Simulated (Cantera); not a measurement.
Input: 1 mol Si, 3.5 mol HCl, 9.1 mol H2, held at 898.15 K and 62000 Pa.

Method: chemical equilibrium by Gibbs-energy minimisation in Cantera with the NASA 1993 tables (ideal gas, pure condensed phases). The tables' values for SiCl3 are old estimates; treat these amounts as uncertain. Rates play no part.

| species | before | after |
|---|---|---|
| H2 | 0.913 | 0.976 |
| SiCl4 | 0.0502 | 0.0104 |
| SiHCl3 | 0.0306 | 0.00973 |
| SiCl3 | 0.000164 | 5.05e-5 |
| SiCl2 | 2.59e-5 | 1.18e-5 |
| SiH2Cl2 | 0.00176 | 0.000858 |
| HCl | 0.00418 | 0.00292 |
| SiH3Cl | 2.47e-5 | 1.84e-5 |
| Si(s), mol | 0.0372 | 0.797 |
Gas species are given as mole fractions.

**Question.** Name the change that produced these shifts.
A) HCl from 3.5 to 0.73 mol
B) temperature from 898.15 K to 1298 K
C) temperature from 898.15 K to 1248.15 K
D) pressure from 62000 Pa to 730000 Pa

**Answer.** A, HCl from 3.5 to 0.73 mol
